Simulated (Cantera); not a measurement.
Equilibrium for silicon epitaxy and polysilicon growth: SiH2Cl2 + HCl + H2

A closed system holds: 1 mol SiH2Cl2, 0.27 mol HCl, 14 mol H2, held at 13300 Pa.

These are equilibrium values from Cantera (NASA tables, ideal gas, pure condensed phases), not measurements of a reactor. Candidate condensed phases: Si; 19 gas species. The tables' values for SiCl3 are old estimates; treat these amounts as uncertain. Rates play no part.

From 875 K to 1525 K the condensed part is Si(s). The main Si-bearing gas is SiCl4 at 875 K and SiCl2 at 1525 K. The share of Si in condensed phases is highest at 1375 K (56.6 %) and lowest at 875 K (39.3 %).

```csv
T (K),log p H2,log p HCl,log p SiCl4,log p SiCl2,log p SiHCl3,n Si(s)
875,-0.89,-3.26,-2.47,-5.52,-2.77,0.393
925,-0.90,-3.03,-2.48,-5.01,-2.78,0.405
975,-0.90,-2.83,-2.50,-4.56,-2.80,0.421
1025,-0.90,-2.66,-2.52,-4.16,-2.83,0.442
1075,-0.90,-2.50,-2.56,-3.81,-2.87,0.467
1125,-0.90,-2.37,-2.62,-3.50,-2.92,0.494
1175,-0.91,-2.25,-2.70,-3.23,-2.99,0.520
1225,-0.91,-2.15,-2.82,-3.01,-3.08,0.542
1275,-0.92,-2.08,-2.98,-2.83,-3.21,0.557
1325,-0.92,-2.03,-3.19,-2.70,-3.37,0.565
1375,-0.92,-1.99,-3.45,-2.60,-3.57,0.566
1425,-0.92,-1.97,-3.74,-2.54,-3.80,0.564
1475,-0.93,-1.96,-4.04,-2.51,-4.03,0.560
1525,-0.93,-1.96,-4.35,-2.48,-4.26,0.555
```
log p: log10 of the partial pressure in bar; n: condensed amount in mol.
